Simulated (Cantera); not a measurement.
An isothermal, constant-pressure homogeneous reactor starts with CO : O₂ : H₂O : N₂ = 0.0012 : 0.027 : 0.0074 : 1 (molar parts), at 1425 K and 1.18 atm.

Detailed kinetics in Cantera: GRI-Mech 3.0 (53 species, 325 reactions).

x: mole fraction; the columns are a selection and need not sum to one.

| t (s) | x CO | x O₂ | x H₂O | x O | x OH | x N₂O | x NO |
|---|---|---|---|---|---|---|---|
| 4.00e-6 | 0.00116 | 0.0261 | 0.00715 | 1.42e-10 | 4.69e-11 | <1e-12 | <1e-12 |
| 1.73e-5 | 0.00116 | 0.0261 | 0.00715 | 5.97e-10 | 2.41e-10 | <1e-12 | <1e-12 |
| 7.50e-5 | 0.00116 | 0.0261 | 0.00715 | 2.41e-9 | 1.74e-9 | <1e-12 | <1e-12 |
| 0.000324 | 0.00116 | 0.0261 | 0.00715 | 1.18e-8 | 2.07e-8 | 3.38e-12 | <1e-12 |
| 0.00140 | 0.00116 | 0.0261 | 0.00714 | 8.33e-7 | 1.98e-6 | 3.46e-10 | 1.23e-12 |
| 0.00608 | 0.000240 | 0.0256 | 0.00708 | 7.30e-5 | 0.000107 | … | 3.19e-8 |
| 0.0263 | 8.13e-6 | 0.0255 | 0.00714 | 4.12e-6 | 2.66e-5 | … | 7.60e-8 |
| 0.114 | 1.55e-7 | 0.0255 | 0.00715 | 4.64e-7 | 9.00e-6 | … | 8.65e-8 |
| 0.493 | 1.03e-8 | 0.0255 | 0.00715 | 2.07e-7 | 6.00e-6 | … | 8.87e-8 |
| 2.13 | 9.99e-9 | 0.0255 | 0.00715 | 2.04e-7 | 5.95e-6 | 2.46e-8 | 9.20e-8 |
| 9.24 | 9.99e-9 | 0.0255 | 0.00715 | 2.04e-7 | 5.95e-6 | 2.46e-8 | 1.06e-7 |
| 40.0 | 9.99e-9 | 0.0255 | 0.00715 | 2.04e-7 | 5.95e-6 | 2.46e-8 | 1.67e-7 |

Problem. Complete the blanks.

Solution. 
- 0.00608, x N₂O: 4.67e-7
- 0.0263, x N₂O: 6.76e-7
- 0.114, x N₂O: 2.84e-7
- 0.493, x N₂O: 2.77e-8
